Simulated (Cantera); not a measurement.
Gas mixture: C3H8 : H2 : C2H4 : CO = 0.52 : 0.81 : 0.2 : 0.98 (molar parts), at 20.0 Torr, frozen composition.

Cantera's kinetic-theory transport with the Lennard-Jones parameters of GRI-Mech 3.0, ideal gas; thermal conductivity in the multicomponent form. The composition is frozen, though it would react at the higher temperatures.

D: mixture-averaged diffusion coefficient of that species in the mixture.

```json
[
 {"T (K)": "400", "ρ (kg/m³)": "0.0184", "cp (J/kg/K)": "1943", "μ (µPa s)": "16.2", "λ (mW/m/K)": "61.1", "Pr": "0.515", "D (cm²/s) C2H2": "11.1", "D (cm²/s) H2O": "15.1", "D (cm²/s) CH4": "14.8"},
 {"T (K)": "650", "ρ (kg/m³)": "0.0113", "cp (J/kg/K)": "2421", "μ (µPa s)": "23.5", "λ (mW/m/K)": "98.5", "Pr": "0.578", "D (cm²/s) C2H2": "26.4", "D (cm²/s) H2O": "37.8", "D (cm²/s) CH4": "34.7"},
 {"T (K)": "900", "ρ (kg/m³)": "0.00818", "cp (J/kg/K)": "2776", "μ (µPa s)": "29.7", "λ (mW/m/K)": "136", "Pr": "0.607", "D (cm²/s) C2H2": "46.4", "D (cm²/s) H2O": "68.1", "D (cm²/s) CH4": "60.5"},
 {"T (K)": "1150", "ρ (kg/m³)": "0.00640", "cp (J/kg/K)": "3026", "μ (µPa s)": "35.1", "λ (mW/m/K)": "171", "Pr": "0.620", "D (cm²/s) C2H2": "70.3", "D (cm²/s) H2O": "105", "D (cm²/s) CH4": "91.4"},
 {"T (K)": "1400", "ρ (kg/m³)": "0.00526", "cp (J/kg/K)": "3215", "μ (µPa s)": "40.1", "λ (mW/m/K)": "206", "Pr": "0.626", "D (cm²/s) C2H2": "98.0", "D (cm²/s) H2O": "147", "D (cm²/s) CH4": "127"},
 {"T (K)": "1650", "ρ (kg/m³)": "0.00446", "cp (J/kg/K)": "3363", "μ (µPa s)": "44.7", "λ (mW/m/K)": "239", "Pr": "0.628", "D (cm²/s) C2H2": "129", "D (cm²/s) H2O": "195", "D (cm²/s) CH4": "167"},
 {"T (K)": "1900", "ρ (kg/m³)": "0.00387", "cp (J/kg/K)": "3478", "μ (µPa s)": "49.0", "λ (mW/m/K)": "271", "Pr": "0.628", "D (cm²/s) C2H2": "163", "D (cm²/s) H2O": "248", "D (cm²/s) CH4": "211"},
 {"T (K)": "2150", "ρ (kg/m³)": "0.00342", "cp (J/kg/K)": "3566", "μ (µPa s)": "53.1", "λ (mW/m/K)": "[?]", "Pr": "0.627", "D (cm²/s) C2H2": "[?]", "D (cm²/s) H2O": "[?]", "D (cm²/s) CH4": "[?]"},
 {"T (K)": "2400", "ρ (kg/m³)": "0.00307", "cp (J/kg/K)": "3632", "μ (µPa s)": "57.1", "λ (mW/m/K)": "[?]", "Pr": "0.626", "D (cm²/s) C2H2": "[?]", "D (cm²/s) H2O": "[?]", "D (cm²/s) CH4": "[?]"}
]
```

Q: Some entries are withheld; supply them.

A: 
- 2150, λ (mW/m/K): 302
- 2150, D (cm²/s) C2H2: 201
- 2150, D (cm²/s) H2O: 306
- 2150, D (cm²/s) CH4: 259
- 2400, λ (mW/m/K): 331
- 2400, D (cm²/s) C2H2: 241
- 2400, D (cm²/s) H2O: 368
- 2400, D (cm²/s) CH4: 311
